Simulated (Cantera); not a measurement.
An isothermal, constant-pressure homogeneous reactor starts with N₂O : N₂ = 1 : 0.66 (molar parts), at 1248 K and 158 Torr.

Cantera simulation using GRI-Mech 3.0 (53 species, 325 reactions); the numbers are that mechanism's predictions, not measurements. GRI-Mech 3.0 was tuned for natural gas; its chemistry of N2O as a main component is partial and can be far from experiment. The mechanism lacks the step 2 NO + O2 → 2 NO2, which can matter for NO2 below about 1400 K. The temperature is held fixed by assumption; the heat of reaction is taken as removed at once.

Problem. Predict: x(N₂O) at 300 s; x(NO) at 300 s; x(O₂) at 300 s; x(O) at 300 s; x(NO₂) at 300 s; x(N₂) at 300 s.

Solution. 
```json
{
 "x(N₂O) at 300 s": "6.48e-7 (gas-phase equilibrium 8.94e-9)",
 "x(NO) at 300 s": "0.0508 (gas-phase equilibrium 0.000290)",
 "x(O₂) at 300 s": "0.206 (gas-phase equilibrium 0.231)",
 "x(O) at 300 s": "6.64e-8 (gas-phase equilibrium 7.03e-8)",
 "x(NO₂) at 300 s": "0.000311 (gas-phase equilibrium 1.88e-6)",
 "x(N₂) at 300 s": "0.743 (gas-phase equilibrium 0.768)"
}
```
